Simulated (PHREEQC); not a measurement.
Solution (20 °C): 24 mmol/kgw HF, 3.1 mmol/kgw NH4HF2, 9.5 mmol/kgw H2SiF6 and 0.072 mmol/kgw HCl. Closed to the air; pH follows from the charge balance.

The numbers come from PHREEQC with the ion-association model, wateq4f.dat.

Task: The ionic strength comes out as 0.0301 mol/kgw. What activity coefficients do F-, Cl-, H+, HF2-, SiF6-2 get?

Result: F- 0.85, Cl- 0.85, H+ 0.87, HF2- 0.85, SiF6-2 0.53.

Precipitation was switched off in this run. Species that the database lacks are ignored. SiF6-2 is the database's only silicon fluoride.
